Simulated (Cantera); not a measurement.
A perfectly stirred reactor is fed with 0.828 % CH4, 0.611 % O2, 98.6 % N2, equivalence ratio 2.7, at 500000 Pa; it is held at 1323 K, and followed from long to short residence time.

Detailed kinetics in Cantera: GRI-Mech 3.0 (53 species, 325 reactions).

x: mole fraction; the columns are a selection and need not sum to one.

```json
[
 {"τ (s)": "19", "x CH4": "0.00296", "x O2": "0.000147", "x CO": "0.00277", "x C2H": "5.55e-12", "x NO": "2.70e-10", "x H2O": "0.00620", "x N2O": "7.12e-10"},
 {"τ (s)": "7.8", "x CH4": "0.00310", "x O2": "0.000268", "x CO": "0.00287", "x C2H": "6.92e-12", "x NO": "3.72e-10", "x H2O": "0.00622", "x N2O": "1.51e-9"},
 {"τ (s)": "3.2", "x CH4": "0.00321", "x O2": "0.000465", "x CO": "0.00298", "x C2H": "8.86e-12", "x NO": "4.94e-10", "x H2O": "0.00612", "x N2O": "3.08e-9"},
 {"τ (s)": "1.3", "x CH4": "0.00337", "x O2": "0.000786", "x CO": "0.00301", "x C2H": "1.14e-11", "x NO": "6.38e-10", "x H2O": "0.00586", "x N2O": "6.01e-9"},
 {"τ (s)": "0.53", "x CH4": "?", "x O2": "0.00132", "x CO": "0.00288", "x C2H": "1.40e-11", "x NO": "7.55e-10", "x H2O": "0.00535", "x N2O": "1.07e-8"},
 {"τ (s)": "0.21", "x CH4": "?", "x O2": "0.00236", "x CO": "0.00237", "x C2H": "1.40e-11", "x NO": "6.50e-10", "x H2O": "0.00429", "x N2O": "1.60e-8"},
 {"τ (s)": "0.087", "x CH4": "?", "x O2": "0.00554", "x CO": "0.000337", "x C2H": "<1e-12", "x NO": "1.41e-11", "x H2O": "0.000723", "x N2O": "5.58e-9"},
 {"τ (s)": "0.036", "x CH4": "0.00816", "x O2": "0.00605", "x CO": "2.85e-5", "x C2H": "<1e-12", "x NO": "<1e-12", "x H2O": "7.65e-5", "x N2O": "1.04e-9"},
 {"τ (s)": "0.014", "x CH4": "0.00825", "x O2": "0.00610", "x CO": "2.76e-6", "x C2H": "<1e-12", "x NO": "<1e-12", "x H2O": "1.46e-5", "x N2O": "2.61e-10"},
 {"τ (s)": "0.0059", "x CH4": "0.00827", "x O2": "0.00611", "x CO": "3.36e-7", "x C2H": "<1e-12", "x NO": "<1e-12", "x H2O": "4.19e-6", "x N2O": "8.52e-11"},
 {"τ (s)": "0.0024", "x CH4": "0.00828", "x O2": "0.00611", "x CO": "3.48e-8", "x C2H": "<1e-12", "x NO": "<1e-12", "x H2O": "1.21e-6", "x N2O": "2.96e-11"}
]
```

Q: What belongs in the gaps?

A: 
- 0.53, x CH4: 0.00366
- 0.21, x CH4: 0.00431
- 0.087, x CH4: 0.00736
